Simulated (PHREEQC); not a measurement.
Solution (25 °C): 0.067 mol/kgw HF, 0.052 mol/kgw NH4F, 0.00014 mol/kgw H4SiO4 and 0.024 mol/kgw H3PO4. Closed to the air; pH follows from the charge balance.

Computed with PHREEQC (ion-association model, wateq4f.dat).

Problem. The ionic strength comes out as 0.0542 mol/kgw. What activity coefficients do H+, F-, HPO4-2, HF2-, H2PO4- get?

Solution. H+ 0.85, F- 0.81, HPO4-2 0.45, HF2- 0.81, H2PO4- 0.82.

No solid was allowed to form. wateq4f.dat counts part of the HF as a dimer, H2F2, which phreeqc.dat doesn't know; its constant is uncertain. H3PO4, which wateq4f.dat lacks, is added to it with the constant of phreeqc.dat. SiF6-2 is the database's only silicon fluoride.
